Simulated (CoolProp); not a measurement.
Vapour-liquid equilibrium of R125 (1) + R227EA (2) at 1090 kPa; x and y are mole fractions of (1).

Computed with CoolProp (multi-fluid Helmholtz-energy mixture model, Lemmon 2005 and Lemmon 2016; pair parameters Bell 2016).

```
x     bubble temperature, mixture model (K)  bubble temperature, Raoult's law (K)  y, mixture model  y, Raoult's law
----  -------------------------------------  ------------------------------------  ----------------  ---------------
0.05                                  327.3                                 326.7             0.094            0.126
0.2                                   319.5                                 318.0             0.340            0.413
0.35                                  312.5                                 310.7             0.535            0.608
0.5                                   306.1                                 304.6             0.688            0.747
0.65                                  300.5                                 299.4             0.807            0.848
0.8                                   295.4                                 294.8             0.902            0.925
0.95                                  290.9                                 290.8             0.978            0.983
```

The largest gap from Raoult's law is +1.8 K in bubble temperature, at x = 0.35. No azeotrope shows between x = 0.05 and 0.95.

Pair parameters are fitted to limited data, so mixtures are less certain than the pure fluids.
